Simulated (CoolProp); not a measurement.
Vapour-liquid equilibrium of ethanol (1) + dimethyl carbonate (2) at 408 kPa; x and y are mole fractions of (1).

Computed with CoolProp (multi-fluid Helmholtz-energy mixture model, Schroeder 2014 and Zhou 2011; pair parameters Bell 2016).

### Question
Give the bubble temperature and the first vapour's composition at x = 0.05, 0.55, 0.95. Is there an azeotrope?

### Answer
x = 0.05: 408.6 K, y = 0.158; x = 0.55: 391.0 K, y = 0.659; x = 0.95: 390.8 K, y = 0.931. y crosses x between x = 0.75 and 0.85: the model has an azeotrope there.

Pair parameters are fitted to limited data, so mixtures are less certain than the pure fluids.
